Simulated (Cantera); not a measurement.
An adiabatic, constant-volume homogeneous reactor starts with CH4 : C2H6 : O2 : N2 = 1 : 0.052 : 1.82 : 6.84 (molar parts), at 1100 K and 23000 Pa. Integrator tolerance rtol = 1e-08.

Detailed kinetics in Cantera: GRI-Mech 3.0 (53 species, 325 reactions).

| quantity | before | after |
|---|---|---|
| time of steepest temperature rise | 0.148 s | 0.316 s |
| temperature at 7.00 s | 2714 K | 2326 K |
| equilibrium temperature | 2714 K | 2326 K |
| x(CH4) at 7.00 s | <1e-12 (gas-phase equilibrium <1e-12) | <1e-12 (gas-phase equilibrium <1e-12) |
| x(C2H6) at 7.00 s | <1e-12 (gas-phase equilibrium <1e-12) | <1e-12 (gas-phase equilibrium <1e-12) |
| x(O2) at 7.00 s | 0.00825 (gas-phase equilibrium 0.00825) | 0.000559 (gas-phase equilibrium 0.000559) |
| x(H2) at 7.00 s | 0.0344 (gas-phase equilibrium 0.0344) | 0.0146 (gas-phase equilibrium 0.0146) |
| x(NO) at 7.00 s | 0.00589 (gas-phase equilibrium 0.00589) | 0.000874 (gas-phase equilibrium 0.000874) |
| x(O) at 7.00 s | 0.00449 (gas-phase equilibrium 0.00449) | 0.000194 (gas-phase equilibrium 0.000194) |

Q: Name the change that produced these shifts.
A) N2 6.84 to 15 parts
B) pressure from 23000 Pa to 1600000 Pa
C) CH4 1 to 1.5 parts
D) initial temperature 1100 to 973 K

A: A, N2 6.84 to 15 parts
